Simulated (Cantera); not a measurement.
Cantera with NASA thermochemical tables; ideal gases at 1 bar, condensed phases pure. Values are per mole of reaction as written; species without (g) are pure solids or liquids, kept so even where they would boil at 1 bar.

Problem. Between 398 and 648 K, where is each reaction favourable under standard conditions?
- 12 OH(g) + P4O10 = 4 PH3(g) + 11 O2(g)

Solution. 
- 12 OH(g) + P4O10 = 4 PH3(g) + 11 O2(g): ΔG° is 2297 kJ at 398 K and 2147 kJ at 648 K; it stays positive (K < 1). ΔH° is 2517 kJ and ΔS° 571 J/K at 648 K.
